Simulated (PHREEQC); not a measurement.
Consider water at 25 °C with 0.0011 mol H2SO4, 0.00028 mol LiCl and 0.082 mol Fe2(SO4)3 per kg of water. Closed to the air; pH follows from the charge balance.

The numbers come from PHREEQC with the ion-association model, phreeqc.dat.

No solid was allowed to form.

Task: Order these Fe species by the share of Fe that they hold, largest first: Fe+3, Fe2(OH)2+4, FeSO4+, FeOH+2, Fe(SO4)2-.

Result: FeSO4+ (68 %), Fe(SO4)2- (22 %), Fe2(OH)2+4 (3.3 %), Fe+3 (2.5 %), FeOH+2 (2.0 %)

The pH is 2.45 and the ionic strength 0.252 mol/kgw. The solution is supersaturated, for example in Hematite (slow to form), Goethite (slow to form), so a real one may precipitate; this is no full list.
